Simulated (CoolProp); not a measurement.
Saturation properties of octamethyltrisiloxane (MDM).

Computed with CoolProp (reference Helmholtz-energy equation of state, Thol 2017).

```csv
T (°C),p (kPa),enthalpy of vaporisation (kJ/kg),liquid cp (kJ/(kg K)),vapour Z,surface tension (mN/m)
67.05,5.112,187.9,1.885,0.9919,12.9
96.85,17.76,176.1,1.962,0.9792,10.5
126.65,48.75,163.9,2.041,0.9562,8.19
156.45,112.3,150.7,2.123,0.9199,6.11
186.15,226.0,136.1,2.213,0.8677,4.24
215.95,412.3,119.0,2.321,0.7945,2.60
245.75,697.2,97.12,2.486,0.6909,1.24
275.55,1117,63.24,3.037,0.5242,0.255
```

It boils at 152.5 °C under 1 atm.

Surface tension comes from a separate correlation (Mulero 2014), older than this fluid's equation and unchecked against measurements.
